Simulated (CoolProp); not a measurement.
Properties of vinyl chloride along the isobar 2.86 MPa.

Computed with CoolProp (reference Helmholtz-energy equation of state, Thol 2022).

```tsv
T (K)	phase	cv (kJ/(kg K))	Joule-Thomson coefficient (K/MPa)	expansivity (1/kK)
188.8	liquid	0.9117	-0.4166	1.627
203.2	liquid	0.8987	-0.4181	1.634
217.7	liquid	0.8919	…	1.653
232.2	liquid	0.8902	-0.4058	1.685
246.7	liquid	0.8924	-0.3913	1.732
261.1	liquid	0.8979	-0.3709	…
275.6	liquid	0.9060	-0.3432	1.876
290.1	liquid	0.9163	-0.3067	1.982
304.6	liquid	0.9284	-0.2590	2.120
319	liquid	0.9421	-0.1964	2.301
333.5	liquid	0.9574	-0.1108	2.552
348	liquid	0.9742	0.01081	2.915
362.5	liquid	0.9930	…	3.493
377	liquid	1.015	0.5127	4.561
```

Some entries are withheld; supply them.


- 217.7, Joule-Thomson coefficient (K/MPa): -0.4146
- 261.1, expansivity (1/kK): 1.794
- 362.5, Joule-Thomson coefficient (K/MPa): 0.1960
